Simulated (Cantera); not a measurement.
An isothermal, constant-pressure homogeneous reactor starts with C2H6 : N2 = 1 : 1.9 (molar parts), at 1600 K and 1.48 atm.

Cantera simulation using GRI-Mech 3.0 (53 species, 325 reactions); the numbers are that mechanism's predictions, not measurements. GRI-Mech 3.0 stops at C3 and has no aromatics, soot or wall deposition, so with more carbon than oxygen in the feed, carbon stays in small species such as C2H2 where larger ones or solid carbon would form.

Question: Predict: x(C2H6) at 30.0 s; x(C2H4) at 30.0 s; x(CH4) at 30.0 s; x(C2H) at 30.0 s; x(H) at 30.0 s; x(H2) at 30.0 s; x(CH3) at 30.0 s.

Answer: 
- x(C2H6) at 30.0 s: 2.43e-5 (gas-phase equilibrium 1.80e-5)
- x(C2H4) at 30.0 s: 0.0108 (gas-phase equilibrium 0.00782)
- x(CH4) at 30.0 s: 0.0420 (gas-phase equilibrium 0.0366)
- x(C2H) at 30.0 s: 4.60e-8 (gas-phase equilibrium 3.23e-8)
- x(H) at 30.0 s: 2.67e-5 (gas-phase equilibrium 2.70e-5)
- x(H2) at 30.0 s: 0.356 (gas-phase equilibrium 0.364)
- x(CH3) at 30.0 s: 6.39e-5 (gas-phase equilibrium 5.50e-5)
